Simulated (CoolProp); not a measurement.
R141b along the isotherm 30.55 °C: fugacity coefficient from the reference equation and from simpler models built on Tc = 204.4 °C, pc = 42.12 bar, ω = 0.220; each cubic takes its own stable root.

The numbers come from the reference Helmholtz-energy equation of state, Lemmon 2006 in CoolProp. It is a short technical equation, of lower accuracy than the large ones.

| p (bar) | phase | reference | van der Waals | Redlich-Kwong | Soave-Redlich-Kwong | Peng-Robinson |
|---|---|---|---|---|---|---|
| 4.21 | liquid | 0.2229 | 0.9154 | 0.3563 | 0.2240 | 0.2255 |
| 8.42 | liquid | 0.1132 | 0.5531 | 0.1813 | 0.1139 | 0.1145 |
| 12.6 | liquid | 0.07687 | 0.3793 | … | 0.07746 | … |
| 16.8 | liquid | 0.05857 | 0.2920 | 0.09416 | 0.05910 | 0.05917 |
| 21.1 | liquid | 0.04740 | 0.2387 | 0.07634 | 0.04790 | 0.04785 |
| 25.3 | liquid | 0.04016 | 0.2043 | 0.06480 | 0.04064 | 0.04052 |
| 29.5 | liquid | 0.03499 | 0.1797 | 0.05657 | 0.03546 | 0.03528 |
| 33.7 | liquid | … | 0.1614 | … | 0.03158 | 0.03136 |
| 37.9 | liquid | 0.02811 | 0.1473 | 0.04561 | 0.02856 | 0.02831 |
| 42.1 | liquid | 0.02571 | 0.1360 | 0.04179 | 0.02616 | 0.02588 |
| 46.3 | liquid | 0.02375 | 0.1268 | 0.03867 | 0.02420 | 0.02389 |
| 50.5 | liquid | 0.02212 | 0.1193 | 0.03608 | 0.02257 | 0.02224 |
| 54.8 | liquid | 0.02072 | 0.1128 | 0.03385 | 0.02116 | 0.02081 |
| 59 | liquid | 0.01955 | 0.1075 | 0.03199 | … | 0.01963 |
| 63.2 | liquid | 0.01854 | 0.1029 | 0.03039 | 0.01899 | … |

**Question.** Complete the blanks.

**Answer.** 
- 12.6, Redlich-Kwong: 0.1233
- 12.6, Peng-Robinson: 0.07769
- 33.7, reference: 0.03112
- 33.7, Redlich-Kwong: 0.05040
- 59, Soave-Redlich-Kwong: 0.01999
- 63.2, Peng-Robinson: 0.01860

At some of these states van der Waals gives the other phase, because its saturation line lies elsewhere.
